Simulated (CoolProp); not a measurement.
Vapour-liquid equilibrium of ethanol (1) + toluene (2) at 117.85 °C; x and y are mole fractions of (1).

The numbers come from the multi-fluid Helmholtz-energy mixture model, Schroeder 2014 and Lemmon 2006; pair parameters Bell 2016 in CoolProp.

```tsv
x	bubble pressure, mixture model (MPa)	bubble pressure, Raoult's law (MPa)	y, mixture model	y, Raoult's law
0.05	0.1876	0.1378	0.355	0.145
0.2	0.2969	0.1792	0.624	0.447
0.35	0.3421	0.2206	0.697	0.635
0.5	0.3646	0.2621	0.737	0.764
0.65	0.3812	0.3035	0.779	0.857
0.8	0.3950	0.3449	0.842	0.928
0.95	0.4012	0.3864	0.950	0.984
```

The largest gap from Raoult's law is +65.7 % in bubble pressure, at x = 0.2. y crosses x between x = 0.8 and 0.95: the model has an azeotrope there.

Pair parameters are fitted to limited data, so mixtures are less certain than the pure fluids. With so large a gap from Raoult's law the liquid may split in two, which this calculation doesn't test in full.
